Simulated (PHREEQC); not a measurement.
A column of 1 m (40 cells, dispersivity 0.08 m, 3600 s a shift, diffusion coefficient 3e-10 m²/s) holds 0.32 eq of the database's cation exchanger X per kg of pore water, first in equilibrium with 0.0006 mol MgCl2, 0.038 mol KBr and 1e-05 mol HCl per kg of water. It is flushed with 100 mmol/kgw MgCl2, 5.5 mmol/kgw MnCl2 and 0.01 mmol/kgw HCl, at 40 °C. Values are for the last cell. No CO2 enters from the air. Nothing may precipitate in this run.

The series has 31 steps of pore volumes, from 0 to 6.013.

All values are PHREEQC results (ion-association model, phreeqc.dat), not measurements.

After how many pore volumes does Mn at the outlet first reach half of its feed value?

By 1.6 pore volumes.

Constants without temperature data keep their 25 °C values here.
